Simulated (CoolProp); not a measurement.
A closed Brayton cycle with nitrogen: compressor inlet 318.15 K and 2.3 MPa, high pressure 7.7 MPa, turbine inlet 935 K, compressor efficiency 0.85, turbine efficiency 0.93, recuperator effectiveness 0.95 (on enthalpy, no pinch check). Each further row changes one setting.

Computed with CoolProp (reference Helmholtz-energy equation of state, Span 2000).

```
case                           thermal efficiency (%)  net work (kJ/kg)  compressor to turbine work  compressor exit (K)  turbine exit (K)
-----------------------------  ----------------------  ----------------  --------------------------  -------------------  ----------------
as stated                                         [?]               109                        0.60                473.3             697.3
turbine inlet 885 K                               [?]              94.3                        0.63                473.3             658.1
compressor inlet 328.15 K                         [?]               104                        0.62                  [?]             697.3
high pressure 6.54 MPa                           39.9               [?]                        0.57                449.1               [?]
recuperator effectiveness 0.5                    27.6               109                        0.60                473.3             697.3
```

Task: What belongs in the gaps?

Result: 
- as stated, thermal efficiency (%): 38.1
- turbine inlet 885 K, thermal efficiency (%): 35.0
- compressor inlet 328.15 K, thermal efficiency (%): 36.4
- compressor inlet 328.15 K, compressor exit (K): 487.9
- high pressure 6.54 MPa, net work (kJ/kg): 103
- high pressure 6.54 MPa, turbine exit (K): 725.8
